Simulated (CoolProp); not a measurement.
Properties of R1224YDZ along the isobar 9.72 bar (Tc = 155.5 °C, pc = 33.34 bar, ω = 0.325).

The numbers come from the reference Helmholtz-energy equation of state, Akasaka 2023 in CoolProp.

```csv
T (°C),phase,density (kg/m³),cv (kJ/(kg K)),speed of sound (m/s),Joule-Thomson coefficient (K/MPa),expansivity (1/kK)
97.45,gas,58.84,0.8930,121.6,20.11,6.097
106.05,gas,56.02,0.8937,126.0,17.79,5.378
114.55,gas,53.64,0.8967,129.8,15.94,[?]
123.15,gas,51.54,0.9013,133.3,14.39,[?]
131.65,gas,49.70,0.9071,136.5,13.11,4.113
140.25,gas,48.03,0.9138,139.5,12.00,3.842
148.75,gas,46.54,0.9209,142.3,11.07,3.618
157.25,gas,45.16,0.9285,145.0,10.26,3.426
165.85,gas,43.89,0.9365,[?],9.537,3.259
174.35,gas,[?],0.9445,150.0,8.911,3.114
182.95,gas,41.61,0.9527,[?],8.350,2.984
191.45,gas,40.59,0.9608,154.6,7.855,2.869
199.95,gas,39.63,0.9689,156.7,7.410,2.766
```

**Question.** Some entries are withheld; supply them.

**Answer.** 
- 114.55, expansivity (1/kK): 4.851
- 123.15, expansivity (1/kK): 4.439
- 165.85, speed of sound (m/s): 147.5
- 174.35, density (kg/m³): 42.71
- 182.95, speed of sound (m/s): 152.3
